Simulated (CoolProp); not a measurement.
Vapour-liquid equilibrium of benzene (1) + dimethyl carbonate (2) at 0.354 MPa; x and y are mole fractions of (1).

Values from CoolProp's multi-fluid Helmholtz-energy mixture model, Thol 2012 and Zhou 2011; pair parameters Bell 2016.

```csv
x,bubble temperature (°C),y at the bubble point,dew temperature at overall composition x (°C),liquid density (mol/L)
0.05,134.1,0.072,134.4,10.05
0.15,132.2,0.200,132.9,10.01
0.25,130.7,0.311,131.5,9.974
0.35,129.5,0.411,130.2,9.935
0.45,128.5,0.503,129.1,9.897
0.55,127.8,0.590,128.1,9.859
0.65,127.2,0.675,127.4,9.823
0.75,126.9,0.761,126.9,9.789
0.85,126.8,0.851,126.8,9.756
0.95,126.9,0.948,126.9,9.725
```

y crosses x between x = 0.85 and 0.95: the model has an azeotrope there.

The pair parameters rest on a limited set of measurements; away from them the model extrapolates.
